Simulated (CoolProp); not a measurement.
Vapour-liquid equilibrium of ethylene (1) + n-butane (2) at 123 kPa; x and y are mole fractions of (1).

Values from CoolProp's multi-fluid Helmholtz-energy mixture model, Smukala 2000 and Bücker 2006; pair parameters Bell 2016.

```tsv
x	bubble temperature (K)	y at the bubble point	dew temperature at overall composition x (K)	liquid density (mol/L)
0.05	239.2	0.813	276.4	11.16
0.125	215.8	0.954	274.2	11.96
0.2	205.8	0.978	271.8	12.56
0.275	199.8	0.987	269.2	13.13
0.35	195.3	0.991	266.5	13.70
0.425	191.5	0.994	263.4	14.30
0.5	188.1	0.996	260.1	14.94
0.575	185.1	0.998	256.3	15.60
0.65	182.3	0.998	252.0	16.31
0.725	179.7	0.999	246.9	17.05
0.8	177.4	1.000	240.5	17.84
0.875	175.4	1.000	231.8	18.65
0.95	173.7	1.000	217.0	19.49
```

No azeotrope shows between x = 0.05 and 0.95.

Pair parameters are fitted to limited data, so mixtures are less certain than the pure fluids. The gap from Raoult's law changes sign with composition, which may be real or a fault of the pair parameters; it wasn't checked against measurements.
